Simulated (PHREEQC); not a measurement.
A made-up water analysis in mg/L, 55 °C, pH 6.32, pe 2.9: Na 38.9; K 3.77; Ca 15.2; Mg 22.3; Cl 47.9; S(6) as SO4 19.1; Alkalinity as HCO3 156; Zn 0.165; Ba 0.0838; B 1.07.

Na is adjusted to close the charge balance.
Valence states are taken as typed.

Computed with PHREEQC (ion-association model, phreeqc.dat).

No solid was allowed to form.

Problem. Order these Mg species by the share of Mg that they hold, largest first: Mg+2, MgHCO3+, MgSO4.

Solution. Mg+2 (94 %), MgSO4 (3.6 %), MgHCO3+ (2.5 %)

The pH is 6.32 and the ionic strength 0.00557 mol/kgw. Complexes and solids missing from the database can't appear. Constants without temperature data keep their 25 °C values here. The database's zinc carbonate complexes are estimates, stronger than later reviews accept.
